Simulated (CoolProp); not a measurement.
Vapour pressure (bar) of methane: the reference equation beside estimates from Tc = 190.6 K, pc = 45.99 bar, ω = 0.011. Clausius-Clapeyron is anchored at 147.2 K with a constant enthalpy of vaporisation of 6.776 kJ/mol.

Model: reference Helmholtz-energy equation of state, Setzmann 1991, in CoolProp.

```
T (K)  reference  Lee-Kesler  Clausius-Clapeyron  van der Waals  Redlich-Kwong  Soave-Redlich-Kwong
-----  ---------  ----------  ------------------  -------------  -------------  -------------------
136.6      5.354       5.359               5.949          10.40          4.898                5.367
141.9      7.065       7.078               7.433          12.55          6.635                7.109
147.2      9.141       9.160               9.141          14.96          8.768                9.227
152.4      11.57       11.60               11.04          17.60          11.28                11.71
157.7      14.50       14.52               13.22          20.58          14.32                14.70
163        17.92       17.93               15.63          23.86          17.87                18.18
168.3      21.89       21.89               18.30          27.44          21.97                22.21
173.6      26.45       26.44               21.22          31.33          26.66                26.82
178.9      31.68       31.67               24.38          35.55          31.97                32.06
```

Absolute difference from the reference over all 9 rows, mean and median: Lee-Kesler 0.1 and 0.1 %, Clausius-Clapeyron 11.3 and 11.1 %, van der Waals 46.5 and 41.9 %, Redlich-Kwong 2.8 and 1.2 %, Soave-Redlich-Kwong 1.1 and 1.2 %.
